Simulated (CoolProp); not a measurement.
Vapour pressure (MPa) of ethylbenzene: the reference equation beside estimates from Tc = 344.0 °C, pc = 3.622 MPa, ω = 0.304. Clausius-Clapeyron is anchored at 22.35 °C with a constant enthalpy of vaporisation of 42.40 kJ/mol.

The numbers come from the reference Helmholtz-energy equation of state, Zhou 2012 in CoolProp.

```csv
T (°C),reference,Lee-Kesler,Clausius-Clapeyron,van der Waals,Redlich-Kwong,Soave-Redlich-Kwong
15.15,0.0007110,0.0006712,0.0007129,0.06263,0.003030,0.0006951
22.35,0.001097,0.001036,0.001097,0.07467,0.004399,0.001071
29.55,0.001652,0.001563,0.001654,0.08830,0.006246,0.001612
36.75,0.002431,0.002305,0.002446,0.1037,0.008685,0.002372
43.95,0.003505,0.003332,0.003555,0.1208,0.01185,0.003421
51.15,0.004955,0.004725,0.005080,0.1399,0.01589,0.004839
58.35,0.006880,0.006584,0.007148,0.1611,0.02096,0.006727
65.65,0.009435,0.009062,0.009957,0.1847,0.02735,0.009237
```

Absolute difference from the reference over all 8 rows, mean and median: Lee-Kesler 4.9 and 5.1 %, Clausius-Clapeyron 1.8 and 1.0 %, van der Waals 4374.4 and 3756.1 %, Redlich-Kwong 252.0 and 247.7 %, Soave-Redlich-Kwong 2.3 and 2.4 %.
